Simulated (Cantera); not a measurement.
**Premixed flame**

A freely propagating, adiabatic, planar premixed flame of CH3OH : O2 : N2 = 1 : 1.61 : 6.06 (molar parts), equivalence ratio 0.93, unburnt at 325 K and 6.60 bar; mixture-averaged transport, grid criteria slope 0.08 and curve 0.16, no radiation.

Cantera simulation using GRI-Mech 3.0 (53 species, 325 reactions); the numbers are that mechanism's predictions, not measurements. GRI-Mech 3.0 was tuned for natural gas; its chemistry of methanol as a main component is partial and can be far from experiment. Burning velocities carry a grid error of a few per cent, more on coarse grids.

| z (mm) | T (K) | u (m/s) | x CH3OH | x O2 | x C2H2 | x CO | x H2O | x CH2O |
|---|---|---|---|---|---|---|---|---|
| -0.283 | 325 | 0.237 | 0.115 | 0.186 | <1e-8 | 3.83e-6 | 3.87e-5 | 1.06e-7 |
| -0.189 | 327 | 0.238 | 0.115 | 0.185 | <1e-8 | 4.59e-5 | 0.000405 | 1.95e-6 |
| -0.142 | 337 | 0.246 | 0.115 | 0.184 | <1e-8 | 0.000316 | 0.00244 | 2.10e-5 |
| -0.0945 | 419 | 0.309 | 0.110 | 0.177 | <1e-8 | 0.00260 | 0.0164 | 0.000287 |
| -0.0472 | 844 | 0.641 | 0.0801 | 0.139 | <1e-8 | 0.0165 | 0.0764 | 0.00275 |
| -0.0236 | 1243 | 0.966 | 0.0435 | 0.102 | 1.81e-8 | 0.0317 | 0.127 | 0.00585 |
| 0 | 1683 | 1.33 | 0.00375 | 0.0585 | 3.22e-8 | 0.0473 | 0.179 | 0.00331 |
| 0.0236 | 1883 | 1.48 | 3.41e-6 | 0.0355 | <1e-8 | 0.0336 | 0.197 | 1.24e-5 |
| 0.0472 | 1984 | 1.55 | <1e-8 | 0.0267 | <1e-8 | 0.0220 | 0.202 | 3.62e-8 |
| 0.0945 | 2084 | 1.62 | <1e-8 | 0.0205 | <1e-8 | 0.0128 | 0.207 | <1e-8 |
| 0.189 | 2157 | 1.67 | <1e-8 | 0.0165 | <1e-8 | 0.00732 | 0.211 | <1e-8 |
| 0.378 | 2198 | 1.70 | <1e-8 | 0.0144 | <1e-8 | 0.00421 | 0.214 | <1e-8 |
| 0.756 | 2214 | 1.71 | <1e-8 | 0.0134 | <1e-8 | 0.00279 | 0.215 | <1e-8 |
x: mole fraction of selected species; z is measured from the peak of heat release.

| Item | Result |
|---|---|
| laminar burning velocity | 23.6 cm/s |
| thermal thickness | 0.0945 mm |
| peak x(C2H2) | 3.23e-8 |
| peak x(CO) | 0.0473 |
| peak x(CH2O) | 0.00679 |
| grid points | 135 |
